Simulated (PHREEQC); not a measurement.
Dissolve 5.5 mol/kgw HCl, 0.12 mol/kgw SrCl2 and 5 mol/kgw KBr at 25 °C. Closed to the air; pH follows from the charge balance.

Computed with PHREEQC (Pitzer model, pitzer.dat).

No solid was allowed to form.

Problem. Estimate the pH, density.

Solution. pH -2.51; density 1.369 g/cm³.

Examples of supersaturated solids here: Sylvite. Others may be too. Complexes and solids missing from the database can't appear. In brines, pH and single-ion activities rest on the MacInnes convention.
